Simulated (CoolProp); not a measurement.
CF4 (R14) at several states: Z from the reference equation and from simpler models built on Tc = 227.4 K, pc = 37.62 bar, ω = 0.178; each cubic takes its own stable root.

The numbers come from the reference Helmholtz-energy equation of state, Platzer 1990 in CoolProp. This equation is an older, rougher fit; its heat capacities, sound speeds and derivatives of the liquid may be far off and weren't checked against measurements.

| T (K) | p (bar) | phase | reference |
|---|---|---|---|
| 411.1 | 154 | supercritical | 0.9635 |
| 250.1 | 0.155 | gas | 0.9990 |
| 444.8 | 4.85 | gas | 0.9982 |
| 254.8 | 38.1 | supercritical | 0.7256 |

Question: How far does each simpler model (van der Waals, Redlich-Kwong, Soave-Redlich-Kwong, Peng-Robinson) lie from the reference over these 4 states: mean and median of the absolute difference, and the worst?

Answer: 
- van der Waals: mean 3.0 %, median 1.3 %, worst -9.3 % at 411.1 K and 154 bar
- Redlich-Kwong: mean 1.8 %, median 1.1 %, worst -5.1 % at 411.1 K and 154 bar
- Soave-Redlich-Kwong: mean 1.1 %, median 0.4 %, worst +3.7 % at 411.1 K and 154 bar
- Peng-Robinson: mean 1.1 %, median 0.6 %, worst -3.2 % at 254.8 K and 38.1 bar
